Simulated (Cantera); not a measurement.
An isothermal, constant-pressure homogeneous reactor starts with H₂ : O₂ : N₂ = 1.1 : 1 : 5.7 (molar parts), at 950 K and 0.987 atm. Integrator tolerance rtol = 1e-08.

Model: GRI-Mech 3.0 (53 species, 325 reactions), integrated in Cantera. The temperature is held fixed by assumption; the heat of reaction is taken as removed at once.

Problem. What does this change do: temperature 950 to 800 K?

Solution. 
| quantity | before | after |
|---|---|---|
| x(H₂) at 90.0 s | 2.55e-7 (gas-phase equilibrium 1.12e-11) | 0.0936 (gas-phase equilibrium <1e-12) |
| x(O₂) at 90.0 s | 0.0621 (gas-phase equilibrium 0.0621) | 0.106 (gas-phase equilibrium 0.0621) |
| x(H₂O₂) at 90.0 s | 5.32e-11 (gas-phase equilibrium 5.43e-11) | 0.000599 (gas-phase equilibrium 4.38e-12) |
| x(O) at 90.0 s | 1.18e-12 (gas-phase equilibrium 7.97e-12) | 3.65e-10 (gas-phase equilibrium <1e-12) |
| x(NO) at 90.0 s | 7.32e-10 (gas-phase equilibrium 9.58e-6) | <1e-12 (gas-phase equilibrium 1.09e-6) |
Below about 950 K walls govern HO2 and H2O2 in real vessels.
